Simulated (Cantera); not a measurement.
**Halide evaporation, hydrolysis and transport: CsF + HCl + H2**

A closed system holds: 1 mol CsF, 0.026 mol HCl, a varied amount of H2, equilibrated at 1723.15 K and 1.90e-6 bar.

These are equilibrium values from Cantera (NASA tables, ideal gas, pure condensed phases), not measurements of a reactor. Candidate condensed phases: Cs, CsCl, CsF; 22 gas species. Rates play no part.

From 0.21 mol H2 to 37 mol H2 nothing is condensed. The main Cs-bearing gas is CsF at 0.21 mol H2 and Cs at 37 mol H2.

| n(H2) (mol) | log p H2 | log p CsF | log p HF | log p Cs | log p H | log p CsCl | log p HCl | log p Cl |
|---|---|---|---|---|---|---|---|---|
| 0.21 | -7.50 | -6.08 | -6.30 | -6.33 | -7.49 | -7.46 | -9.61 | -9.72 |
| 0.39 | -6.88 | -6.26 | -6.24 | -6.26 | -7.18 | -7.54 | -9.45 | -9.86 |
| 0.75 | -6.46 | -6.48 | -6.25 | -6.27 | -6.97 | -7.65 | -9.34 | -9.96 |
| 1.4 | -6.21 | -6.74 | -6.32 | -6.34 | -6.84 | -7.78 | -9.28 | -10.03 |
| 2.7 | -6.03 | -7.08 | -6.45 | -6.46 | -6.76 | -7.97 | -9.26 | -10.09 |
| 5.3 | -5.92 | -7.50 | -6.63 | -6.64 | -6.70 | -8.20 | -9.25 | -10.14 |
| 10 | -5.86 | -7.95 | -6.84 | -6.85 | -6.67 | -8.46 | -9.27 | -10.19 |
| 19 | -5.82 | -8.45 | -7.08 | -7.09 | -6.65 | -8.76 | -9.32 | -10.26 |
| 37 | -5.80 | -8.99 | -7.34 | -7.35 | -6.64 | -9.12 | -9.40 | -10.35 |
log p: log10 of the partial pressure in bar; nothing condenses.
